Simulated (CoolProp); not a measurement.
Oxygen at 298.15 K and 2.71 MPa is throttled through a valve to 0.217 MPa with no heat exchange. Each further row changes one setting.

Values from CoolProp's reference Helmholtz-energy equation of state, Schmidt 1985.

```json
[
 {"case": "as stated", "temperature change (K)": "?", "final density (kg/m³)": "?"},
 {"case": "outlet pressure 0.0651 MPa", "temperature change (K)": "?", "final density (kg/m³)": "0.861"},
 {"case": "outlet pressure 0.282 MPa", "temperature change (K)": "?", "final density (kg/m³)": "3.73"}
]
```

Q: Some entries are withheld; supply them.

A: 
- as stated, temperature change (K): -6.7
- as stated, final density (kg/m³): 2.87
- outlet pressure 0.0651 MPa, temperature change (K): -7.1
- outlet pressure 0.282 MPa, temperature change (K): -6.5
